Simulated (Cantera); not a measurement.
Input (Python, Cantera):

```python
import numpy as np
import cantera as ct

gas = ct.Solution("gri30.yaml")


def delay(T, t_max=10):
    gas.TPX = T, 500000, {'C3H8': 1, 'O2': 4.17, 'N2': 15.7}
    reactor = ct.IdealGasReactor(gas, clone=False)
    net = ct.ReactorNet([reactor])
    net.rtol, net.atol = 1e-8, 1e-16
    while net.time < t_max:
        t_old, T_old = net.time, reactor.T
        net.step()
        if reactor.T > T + 400:  # ignition: a rise of 400 K
            return t_old + (T + 400 - T_old) / (reactor.T - T_old) * (net.time - t_old)
    return np.nan


taus = []
for T in [1225, 1275, 1325, 1375, 1425, 1475, 1525, 1575]:
    taus.append(delay(T))
    print(f"T0 = {T:6g} K   tau = {taus[-1]:.4e} s")
```

It prints:

```
T0 =   1225 K   tau = 1.5863e-03 s
T0 =   1275 K   tau = 6.3805e-04 s
T0 =   1325 K   tau = 2.7564e-04 s
T0 =   1375 K   tau = 1.2884e-04 s
T0 =   1425 K   tau = 6.5247e-05 s
T0 =   1475 K   tau = 3.5704e-05 s
T0 =   1525 K   tau = 2.1002e-05 s
T0 =   1575 K   tau = 1.3193e-05 s
```

Model: GRI-Mech 3.0 (53 species, 325 reactions), integrated in Cantera. GRI-Mech 3.0 was tuned for natural gas; its chemistry of propane as a main component is partial and can be far from experiment.
